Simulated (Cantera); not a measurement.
Gas mixture: C₃H₈ = 0.35 (molar parts), at 0.0630 bar, frozen composition.

Cantera's kinetic-theory transport with the Lennard-Jones parameters of GRI-Mech 3.0, ideal gas; thermal conductivity in the mixture-averaged form. The composition is frozen, though it would react at the higher temperatures.

D: mixture-averaged diffusion coefficient of that species in the mixture.

```tsv
T (K)	ρ (kg/m³)	cp (J/kg/K)	μ (µPa s)	λ (mW/m/K)	Pr	D (cm²/s) NO	D (cm²/s) N₂	D (cm²/s) H₂
400	0.0835	2134	…	30.7	0.756	3.05	3.11	12.5
600	0.0557	2917	…	59.8	0.755	6.24	6.38	24.9
800	0.0418	3512	…	90.1	0.757	10.2	10.5	40.4
1000	0.0334	3960	…	120	0.759	15.0	15.3	58.7
1200	0.0278	4267	…	148	0.752	20.3	20.8	79.5
1400	0.0239	4523	…	176	0.750	26.3	26.9	103
1600	0.0209	4734	31.9	201	0.750	32.9	33.6	128
1800	0.0186	4905	34.5	226	0.749	40.1	40.9	156
2000	0.0167	5043	37.0	249	0.749	47.7	48.7	186
```

Task: Fill in the missing entries.

Result: 
- 400, μ (µPa s): 10.9
- 600, μ (µPa s): 15.5
- 800, μ (µPa s): 19.4
- 1000, μ (µPa s): 23.0
- 1200, μ (µPa s): 26.2
- 1400, μ (µPa s): 29.1
